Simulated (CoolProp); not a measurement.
A single-stage vapour-compression cycle with CH2F2 (R32): evaporating at 198.15 K (dew point), condensing at 235.15 K (bubble point), superheat 8 K, subcooling 0 K, compressor efficiency 0.7, no pressure losses. Each further row changes one setting.

Values from CoolProp's reference Helmholtz-energy equation of state, Tillner-Roth 1997.

```csv
case,cooling COP,pressure ratio,discharge temperature (K),refrigerating effect (kJ/kg),volumetric capacity (kJ/m³)
as stated,3.06,7.41,351.0,353,285
evaporating temperature 203.15 K,3.73,5.38,332.4,356,388
condensing temperature 230.15 K,3.61,5.90,333.2,361,291
subcooling 5 K,3.13,7.41,351.0,361,291
superheat 18 K,2.98,7.41,365.0,361,277
compressor efficiency 0.6,2.62,7.41,371.4,353,285
```
